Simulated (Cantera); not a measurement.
Charge: 1 mol CH₃SiH₃, 0.04 mol C₂H₄, 32 mol H₂, 0.019 mol C₃H₈, held at 2023.15 K.

These are equilibrium values from Cantera (NASA tables, ideal gas, pure condensed phases), not measurements of a reactor. Candidate condensed phases: C, C₆H₆, C₇H₈, C₈H₁₈, Si, SiC; 87 gas species. The feed counts by its element totals alone. Kinetics and transport are ignored.

Q: At 10000 Pa, list the 5 most abundant gas species with their mole fractions, and the condensed phases.

A: H₂ 0.993, H 0.00599, C₂H₂ (acetylene) 0.000888, CH₄ 3.94e-5, Si 3.40e-5. Condensed: C(graphite) + SiC(s).
